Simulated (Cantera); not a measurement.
Input: 1 mol SiCl4, 0.19 mol C3H8, 1.7 mol H2, equilibrated at 1375 K and 1.00 bar.

Equilibrium computed with Cantera from the NASA thermochemical tables; the gas is ideal and each condensed phase is pure. Candidate condensed phases: C, C6H6, C7H8, C8H18, Si, SiC; 109 gas species. The tables' values for SiCl3 are old estimates; treat these amounts as uncertain. Kinetics and transport are ignored.

Base state: H2 0.461, HCl 0.356, SiCl4 0.155, SiHCl3 0.0128, SiCl3 0.0107, SiCl2 0.00339, CH4 0.00106, SiH2Cl2 0.000156 (mole fractions); condensed: C(graphite) + SiC(s).

Task: What changes in the equilibrium state with this change: temperature from 1375 K to 1198.15 K?

Result: 
| species | before | after |
|---|---|---|
| H2 | 0.461 | 0.553 |
| HCl | 0.356 | 0.216 |
| SiCl4 | 0.155 | 0.208 |
| SiCl3 | 0.0107 | 0.00280 |
| SiHCl3 | 0.0128 | 0.0144 |
| SiCl2 | 0.00339 | 0.000332 |
| CH4 | 0.00106 | 0.00490 |
| C(graphite), mol | 0.257 | 0.373 |
| SiC(s), mol | 0.309 | 0.180 |

Task: What changes in the equilibrium state with this change: H2 from 1.7 to 43 mol?

Result: 
```tsv
species	before	after
H2	0.461	0.930
HCl	0.356	0.0609
SiCl2	0.00339	0.00342
SiCl4	0.155	0.00226
SiCl3	0.0107	0.00130
SiHCl3	0.0128	0.00220
SiH3Cl	5.48e-7	1.31e-5
CH4	0.00106	6.18e-5
SiH2Cl2	0.000156	0.000318
C(graphite), mol	0.257	0
SiC(s), mol	0.309	0.567
```
